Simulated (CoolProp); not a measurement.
The fluid at 475.18 K and 5.22 MPa (stagnation) flows isentropically through a choked orifice. The same conditions are run with several fluids, on thermodynamics alone (safety and materials aside).

Model: reference Helmholtz-energy equation of state of each fluid (neopentane: Lemmon 2006; R22: Kamei 1995; methane: Setzmann 1991; c-C4F8 (RC318): Platzer 1990; R365MFC: Lemmon 2016), in CoolProp. The equations of Platzer and Polt are older, rougher fits.

**Question.** Rank neopentane, R22, methane, c-C4F8 (RC318), R365MFC by throat to inlet pressure ratio, highest first.

**Answer.** neopentane (0.703), R365MFC (0.672), c-C4F8 (RC318) (0.637), R22 (0.587), methane (0.552)

```tsv
fluid	mass flux (kg/(m² s))	throat temperature (K)
neopentane	17800	456.0
R22	16600	439.6
methane	6960	422.4
c-C4F8 (RC318)	25800	459.2
R365MFC	39600	463.7
```
